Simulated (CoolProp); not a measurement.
Computed with CoolProp (reference Helmholtz-energy equation of state, Lemmon 2006). It is a short technical equation, of lower accuracy than the large ones.

Give the vapour pressure (MPa), vapour density (kg/m³), surface tension (mN/m) of saturated carbonyl sulfide at 270.6, 294, 329 K.


```json
[
 {"T (K)": "270.6", "p (MPa)": "0.602", "vapour density (kg/m³)": "17.8", "surface tension (mN/m)": "12.4"},
 {"T (K)": "294", "p (MPa)": "1.15", "vapour density (kg/m³)": "33.5", "surface tension (mN/m)": "8.82"},
 {"T (K)": "329", "p (MPa)": "2.57", "vapour density (kg/m³)": "77.3", "surface tension (mN/m)": "4.17"}
]
```

Surface tension comes from a separate correlation (Mulero 2012).
